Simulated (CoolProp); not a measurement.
Fluorine at 293.15 K and 3.98 MPa is throttled through a valve to 1.07 MPa with no heat exchange. Each further row changes one setting.

The numbers come from the reference Helmholtz-energy equation of state, de Reuck 1990 in CoolProp.

```csv
case,temperature change (K),final density (kg/m³)
as stated,___,___
outlet pressure 0.321 MPa,___,___
outlet pressure 1.39 MPa,-5.0,___
```

Task: Some entries are withheld; supply them.

Result: 
- as stated, temperature change (K): -5.6
- as stated, final density (kg/m³): 17.1
- outlet pressure 0.321 MPa, temperature change (K): -7.2
- outlet pressure 0.321 MPa, final density (kg/m³): 5.14
- outlet pressure 1.39 MPa, final density (kg/m³): 22.2
